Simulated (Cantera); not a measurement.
# Fluorocarbon and chlorocarbon gases: C2F6 + Si

Charge: 1 mol C2F6, 0.14 mol Si, held at 4.40 Pa.

Equilibrium computed with Cantera from the NASA thermochemical tables; the gas is ideal and each condensed phase is pure. Candidate condensed phases: C, Si, SiC; 23 gas species. The feed counts by its element totals alone. The tables' values for SiF3 are old estimates; treat these amounts as uncertain. Gases not in the tables: C2F6 and larger saturated fluorocarbons. The numbers say what is thermodynamically allowed, not how fast it happens.

From 652 °C to 1952 °C the condensed part is C(graphite). The main Si-bearing gas is SiF4 throughout.

```json
[
 {"T (°C)": "652", "x F": "5.12e-10", "x CF4": "0.907", "x CF2": "4.92e-9", "x SiF4": "0.0933", "x CF": "<1e-12", "x CF3": "4.17e-9", "x SiF3": "<1e-12", "n C(graphite)": "0.640"},
 {"T (°C)": "752", "x F": "2.81e-8", "x CF4": "0.907", "x CF2": "1.78e-7", "x SiF4": "0.0933", "x CF": "<1e-12", "x CF3": "7.57e-8", "x SiF3": "1.70e-12", "n C(graphite)": "0.640"},
 {"T (°C)": "852", "x F": "7.59e-7", "x CF4": "0.907", "x CF2": "3.38e-6", "x SiF4": "0.0933", "x CF": "1.33e-12", "x CF3": "8.19e-7", "x SiF3": "3.66e-11", "n C(graphite)": "0.640"},
 {"T (°C)": "952", "x F": "1.20e-5", "x CF4": "0.907", "x CF2": "3.94e-5", "x SiF4": "0.0933", "x CF": "9.34e-11", "x CF3": "5.98e-6", "x SiF3": "4.76e-10", "n C(graphite)": "0.640"},
 {"T (°C)": "1052", "x F": "0.000125", "x CF4": "0.906", "x CF2": "0.000316", "x SiF4": "0.0933", "x CF": "3.43e-9", "x CF3": "3.23e-5", "x SiF3": "4.18e-9", "n C(graphite)": "0.640"},
 {"T (°C)": "1152", "x F": "0.000936", "x CF4": "0.904", "x CF2": "0.00188", "x SiF4": "0.0932", "x CF": "7.57e-8", "x CF3": "0.000137", "x SiF3": "2.70e-8", "n C(graphite)": "0.639"},
 {"T (°C)": "1252", "x F": "0.00538", "x CF4": "0.893", "x CF2": "0.00879", "x SiF4": "0.0925", "x CF": "1.11e-6", "x CF3": "0.000477", "x SiF3": "1.36e-7", "n C(graphite)": "0.635"},
 {"T (°C)": "1352", "x F": "0.0247", "x CF4": "0.851", "x CF2": "0.0332", "x SiF4": "0.0900", "x CF": "1.15e-5", "x CF3": "0.00138", "x SiF3": "5.53e-7", "n C(graphite)": "0.623"},
 {"T (°C)": "1452", "x F": "0.0923", "x CF4": "0.722", "x CF2": "0.101", "x SiF4": "0.0821", "x CF": "8.77e-5", "x CF3": "0.00322", "x SiF3": "1.84e-6", "n C(graphite)": "0.592"},
 {"T (°C)": "1552", "x F": "0.273", "x CF4": "0.433", "x CF2": "0.225", "x SiF4": "0.0636", "x CF": "0.000489", "x CF3": "0.00519", "x SiF3": "4.93e-6", "n C(graphite)": "0.539"},
 {"T (°C)": "1652", "x F": "0.565", "x CF4": "0.104", "x CF2": "0.284", "x SiF4": "0.0403", "x CF": "0.00178", "x CF3": "0.00386", "x SiF3": "1.21e-5", "n C(graphite)": "0.629"},
 {"T (°C)": "1752", "x F": "0.779", "x CF4": "0.00750", "x CF2": "0.179", "x SiF4": "0.0301", "x CF": "0.00408", "x CF3": "0.00107", "x SiF3": "4.27e-5", "n C(graphite)": "1.11"},
 {"T (°C)": "1852", "x F": "0.881", "x CF4": "0.000355", "x CF2": "0.0837", "x SiF4": "0.0270", "x CF": "0.00730", "x CF3": "0.000204", "x SiF3": "0.000185", "n C(graphite)": "1.53"},
 {"T (°C)": "1952", "x F": "0.925", "x CF4": "1.71e-5", "x CF2": "0.0369", "x SiF4": "0.0252", "x CF": "0.0116", "x CF3": "3.71e-5", "x SiF3": "0.000769", "n C(graphite)": "1.74"}
]
```
x: gas mole fraction; n: condensed amount in mol.
